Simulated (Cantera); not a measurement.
An isothermal, constant-pressure homogeneous reactor starts with 3.47 % H2, 96.5 % O2, equivalence ratio 0.018, at 948 K and 0.0133 bar.

Model: the H2/O2 subset of GRI-Mech 3.0, which has no nitrogen chemistry, integrated in Cantera. Radical loss at walls, strong at low pressure, is not modelled. Below about 950 K walls govern HO2 and H2O2 in real vessels. The temperature is held fixed by assumption; the heat of reaction is taken as removed at once.

x: mole fraction; the columns are a selection and need not sum to one.

| t (s) | x H2 | x O2 | x H2O | x H2O2 | x OH |
|---|---|---|---|---|---|
| 0.000200 | 0.0347 | 0.965 | 2.06e-12 | <1e-12 | 4.24e-12 |
| 0.000665 | 0.0347 | 0.965 | 4.59e-11 | <1e-12 | 2.80e-11 |
| 0.00221 | 0.0347 | 0.965 | 2.10e-9 | <1e-12 | 6.35e-10 |
| 0.00737 | 0.0347 | 0.965 | 2.43e-5 | 7.14e-11 | [?] |
| 0.0245 | 0.000647 | 0.956 | 0.0328 | 1.00e-7 | [?] |
| 0.0816 | 5.96e-5 | 0.963 | 0.0351 | 5.93e-8 | [?] |
| 0.271 | 5.64e-6 | 0.964 | 0.0353 | 3.91e-8 | [?] |
| 0.903 | 5.12e-7 | 0.965 | 0.0354 | 1.86e-8 | [?] |
| 3.01 | 5.36e-8 | 0.965 | 0.0354 | 7.07e-9 | [?] |
| 10.0 | 7.98e-9 | 0.965 | 0.0354 | 2.49e-9 | [?] |

Problem. Fill in the missing entries.

Solution. 
- 0.00737, x OH: 6.78e-6
- 0.0245, x OH: 0.000837
- 0.0816, x OH: 0.000214
- 0.271, x OH: 6.48e-5
- 0.903, x OH: 2.14e-5
- 3.01, x OH: 8.12e-6
- 10.0, x OH: 3.53e-6
